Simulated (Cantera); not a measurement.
An isothermal, constant-pressure homogeneous reactor starts with 46.8 % H2, 53.2 % O2, equivalence ratio 0.44, at 1348 K and 20.0 Torr.

Model: the H2/O2 subset of GRI-Mech 3.0, which has no nitrogen chemistry, integrated in Cantera. Radical loss at walls, strong at low pressure, is not modelled. The temperature is held fixed by assumption; the heat of reaction is taken as removed at once.

x: mole fraction; the columns are a selection and need not sum to one.

```csv
t (s),x H2,x O2,x OH,x H2O,x O,x HO2,x H
0.000100,0.468,0.532,2.66e-6,1.72e-5,3.77e-6,5.73e-7,1.40e-5
0.000285,0.252,0.430,0.0193,0.150,0.0349,9.93e-6,0.114
0.000811,?,0.328,?,?,?,?,?
0.00231,0.0348,0.350,0.0208,0.441,0.0554,1.66e-5,0.0984
0.00658,0.0110,0.377,0.0121,0.571,0.0146,1.81e-5,0.0139
0.0187,0.00104,0.387,0.00371,0.607,0.00132,6.92e-6,0.000378
0.0534,0.000114,0.388,0.00124,0.610,0.000146,1.22e-6,1.39e-5
0.152,?,0.389,?,0.611,?,?,?
0.433,5.36e-6,0.389,0.000273,0.611,7.05e-6,1.09e-7,1.47e-7
1.23,1.87e-6,0.389,0.000161,0.611,2.47e-6,8.76e-8,3.05e-8
3.51,1.22e-6,0.389,0.000130,0.611,1.60e-6,9.18e-8,1.61e-8
10.0,1.19e-6,0.389,0.000128,0.611,1.57e-6,9.21e-8,1.56e-8
```

Question: Some entries are withheld; supply them.

Answer: 
- 0.000811, x H2: 0.0443
- 0.000811, x OH: 0.0228
- 0.000811, x H2O: 0.343
- 0.000811, x O: 0.0850
- 0.000811, x HO2: 1.32e-5
- 0.000811, x H: 0.176
- 0.152, x H2: 2.10e-5
- 0.152, x OH: 0.000537
- 0.152, x O: 2.74e-5
- 0.152, x HO2: 2.79e-7
- 0.152, x H: 1.12e-6
